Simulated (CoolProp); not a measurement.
Vapour-liquid equilibrium of carbon dioxide (1) + sulfur dioxide (2) at -45.45 °C; x and y are mole fractions of (1).

Model: multi-fluid Helmholtz-energy mixture model, Span 1996 and Gao 2016; pair parameters Bell 2016, in CoolProp.

| x | bubble pressure, mixture model (MPa) | bubble pressure, Raoult's law (MPa) | y, mixture model | y, Raoult's law |
|---|---|---|---|---|
| 0.05 | 0.06938 | 0.05558 | 0.784 | 0.735 |
| 0.15 | 0.1739 | 0.1358 | 0.920 | 0.903 |
| 0.25 | 0.2710 | 0.2160 | 0.953 | 0.946 |
| 0.35 | 0.3588 | 0.2962 | 0.968 | 0.966 |
| 0.45 | 0.4369 | 0.3764 | 0.976 | 0.977 |
| 0.55 | 0.5070 | 0.4566 | 0.982 | 0.985 |
| 0.65 | 0.5717 | 0.5368 | 0.986 | 0.990 |
| 0.75 | 0.6348 | 0.6170 | 0.990 | 0.994 |
| 0.85 | 0.7008 | 0.6972 | 0.994 | 0.997 |
| 0.95 | 0.7751 | 0.7774 | 0.998 | 0.999 |

The largest gap from Raoult's law is +28.1 % in bubble pressure, at x = 0.15. No azeotrope shows between x = 0.05 and 0.95.

Pair parameters are fitted to limited data, so mixtures are less certain than the pure fluids.
